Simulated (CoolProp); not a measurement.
Vapour-liquid equilibrium of ethane (1) + C3F8 (R218) (2) at 127 kPa; x and y are mole fractions of (1).

The numbers come from the multi-fluid Helmholtz-energy mixture model, Bücker 2006 and Lemmon 2006; pair parameters Bell 2016 in CoolProp.

```tsv
x	bubble temperature, mixture model (K)	bubble temperature, Raoult's law (K)	y, mixture model	y, Raoult's law
0.05	226.5	234.1	0.512	0.316
0.2	201.5	218.6	0.897	0.736
0.35	194.1	208.8	0.944	0.877
0.5	192.2	202.1	0.953	0.939
0.65	191.7	197.0	0.957	0.969
0.8	190.9	193.1	0.963	0.987
0.95	189.5	189.8	0.985	0.997
```

The largest gap from Raoult's law is -17.1 K in bubble temperature, at x = 0.2. No azeotrope shows between x = 0.05 and 0.95.

Pair parameters are fitted to limited data, so mixtures are less certain than the pure fluids. With so large a gap from Raoult's law the liquid may split in two, which this calculation doesn't test in full.
